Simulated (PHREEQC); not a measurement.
1 kg of water holding 0.065 mol/kgw Na2CO3, 0.27 mol/kgw NaHCO3 and 0.024 mol/kgw KCl is evaporated at 25 °C; the solids stay in contact with the brine. CO2 is held at log p = -3.4 (atm). Solids allowed: Halite, Kalicinite, Nahcolite, Natron, Sylvite, Trona. Others were left out.

Equilibrium calculation in PHREEQC: Pitzer model, pitzer.dat.

```
water left (kg)  ionic strength  water activity  Trona (mol)
---------------  --------------  --------------  -----------
1.002                     0.578           0.990            0
0.8236                    0.708           0.988            0
0.6773                    0.866           0.986            0
0.557                      1.06           0.983            0
0.4582                     1.29           0.980            0
0.377                      1.58           0.976            0
0.3102                     1.93           0.972            0
0.2553                     2.35           0.967            0
0.2102                     2.86           0.960            0
0.1732                     3.48           0.952            0
0.1427                     4.24           0.943            0
0.1177                     5.15           0.931            0
0.08021                    7.57           0.895            0
0.06604                    8.78           0.874      0.00630
0.05353                    8.77           0.871       0.0315
0.04324                    8.76           0.867       0.0523
0.03481                    8.75           0.863       0.0692
0.02787                    8.75           0.857       0.0831
0.02216                    8.75           0.850       0.0945
0.01747                    8.77           0.840        0.104
0.01363                    8.82           0.828        0.111
0.01047                    8.93           0.811        0.117
0.007885                   9.14           0.787        0.122
0.005768                   9.44           0.763        0.126
```

Trona from water left = 0.06604 kg (pH 10.18); Sylvite from water left = 0.005768 kg (pH 10.26).

Species that the database lacks are ignored.
